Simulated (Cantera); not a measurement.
An isothermal, constant-pressure homogeneous reactor starts with CH4 : CO2 = 1 : 1.1 (molar parts), at 1825 K and 3.40 bar.

Computed with Cantera and GRI-Mech 3.0 (53 species, 325 reactions).

One state of this run: x CH4 = 0.00583; x CO2 = 0.0111; x O = 2.30e-10; x C2H = 3.24e-8; x HCO = 1.48e-7; x CO = 0.492. x: mole fraction; the columns are a selection and need not sum to one.

Question: Which value of t (s) does it belong to?
(A) 0.000463
(B) 0.0894
(C) 0.517
(D) 8.00e-5

Answer: C, 0.517
